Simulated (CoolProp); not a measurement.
Vapour-liquid equilibrium of acetone (1) + ethanol (2) at 0.00359 MPa; x and y are mole fractions of (1).

Values from CoolProp's multi-fluid Helmholtz-energy mixture model, Lemmon 2006 and Schroeder 2014; pair parameters Bell 2016.

```json
[
 {"x": "0.05", "bubble temperature (°C)": "5.7", "y at the bubble point": "0.369", "dew temperature at overall composition x (°C)": "11.3", "liquid density (mol/L)": "17.18"},
 {"x": "0.2", "bubble temperature (°C)": "-4.2", "y at the bubble point": "0.725", "dew temperature at overall composition x (°C)": "…", "liquid density (mol/L)": "16.73"},
 {"x": "0.35", "bubble temperature (°C)": "-8.6", "y at the bubble point": "0.826", "dew temperature at overall composition x (°C)": "6.1", "liquid density (mol/L)": "16.23"},
 {"x": "0.5", "bubble temperature (°C)": "-11.1", "y at the bubble point": "0.875", "dew temperature at overall composition x (°C)": "2.8", "liquid density (mol/L)": "15.73"},
 {"x": "0.65", "bubble temperature (°C)": "-12.9", "y at the bubble point": "0.911", "dew temperature at overall composition x (°C)": "…", "liquid density (mol/L)": "15.25"},
 {"x": "0.8", "bubble temperature (°C)": "-14.5", "y at the bubble point": "0.945", "dew temperature at overall composition x (°C)": "-7.3", "liquid density (mol/L)": "…"},
 {"x": "0.95", "bubble temperature (°C)": "-16.1", "y at the bubble point": "0.985", "dew temperature at overall composition x (°C)": "-14.7", "liquid density (mol/L)": "14.42"}
]
```

Problem. Complete the blanks.

Solution. 
- 0.2, dew temperature at overall composition x (°C): 8.9
- 0.65, dew temperature at overall composition x (°C): -1.5
- 0.8, liquid density (mol/L): 14.82

No azeotrope shows between x = 0.05 and 0.95.

Pair parameters are fitted to limited data, so mixtures are less certain than the pure fluids.
